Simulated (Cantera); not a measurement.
Charge: 1 mol CH₃SiH₃, 0.029 mol CH₄, 850 mol H₂, held at 2252 °C and 0.00133 bar.

Cantera equilibrium calculation (NASA polynomials, part measured and part estimated; ideal gas, pure solids and liquids). Candidate condensed phases: C, C₆H₆, C₇H₈, C₈H₁₈, Si, SiC; 87 gas species. The feed counts by its element totals alone. Kinetics and transport are ignored.

Base state: H 0.527, H₂ 0.471, Si 0.000842, C₂H₂ (acetylene) 0.000358, C 4.41e-5, C₂H 3.03e-5, SiC₂ 1.48e-5 (mole fractions); condensed: gas only.

Question: What changes in the equilibrium state with this change: pressure from 0.00133 bar to 1.00 bar?

Answer: 
| species | before | after |
|---|---|---|
| H₂ | 0.471 | 0.971 |
| H | 0.527 | 0.0276 |
| Si | 0.000842 | 0.000771 |
| C₂H₂ (acetylene) | 0.000358 | 0.000552 |
| CH₄ | 1.08e-8 | 2.96e-5 |
| SiH₂ | 1.04e-7 | 0.000147 |
| C | 4.41e-5 | 5.09e-8 |
| Si₂C | 2.50e-8 | 1.36e-5 |
Gases not in the tables: Si₂H₆ and higher silanes.
